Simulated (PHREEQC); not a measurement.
A solution holds 52 mmol/kgw H3PO4 and 26 mmol/kgw NaF, at 25 °C. Closed to the air; pH follows from the charge balance.

The numbers come from PHREEQC with the ion-association model, phreeqc.dat.

No solid was allowed to form.

### Question
Order these F species by the share of F that they hold, largest first: F-, HF2-, HF, NaF.

### Answer
HF (86 %), F- (11 %), HF2- (2.0 %), NaF (0.12 %)

The pH is 2.22 and the ionic strength 0.0329 mol/kgw. Species that the database lacks are ignored.
